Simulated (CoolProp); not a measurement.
Toluene along the isotherm 430.1 K: fugacity coefficient from the reference equation and from simpler models built on Tc = 591.7 K, pc = 4126 kPa, ω = 0.266; each cubic takes its own stable root.

The numbers come from the reference Helmholtz-energy equation of state, Lemmon 2006 in CoolProp. It is a short technical equation, of lower accuracy than the large ones.

```tsv
p (kPa)	phase	reference
129	gas	0.9668
258	gas	0.9336
387	liquid	0.7636
516	liquid	0.5753
645	liquid	0.4624
774	liquid	0.3871
903	liquid	0.3333
1030	liquid	0.2935
1160	liquid	0.2618
1290	liquid	0.2365
1420	liquid	0.2158
1550	liquid	0.1986
1680	liquid	0.1841
1810	liquid	0.1717
1930	liquid	0.1617
2060	liquid	0.1522
```

Problem. How far does each simpler model (Redlich-Kwong, Soave-Redlich-Kwong, Peng-Robinson) lie from the reference over these 16 states: mean and median of the absolute difference, and the worst?

Solution. 
- Redlich-Kwong: mean 42.2 %, median 50.0 %, worst +50.9 % at 430.1 K and 2060 kPa
- Soave-Redlich-Kwong: mean 1.9 %, median 2.0 %, worst +2.4 % at 430.1 K and 2060 kPa
- Peng-Robinson: mean 0.6 %, median 0.6 %, worst +0.7 % at 430.1 K and 258 kPa

At some of these states Redlich-Kwong gives the other phase, because its saturation line lies elsewhere.
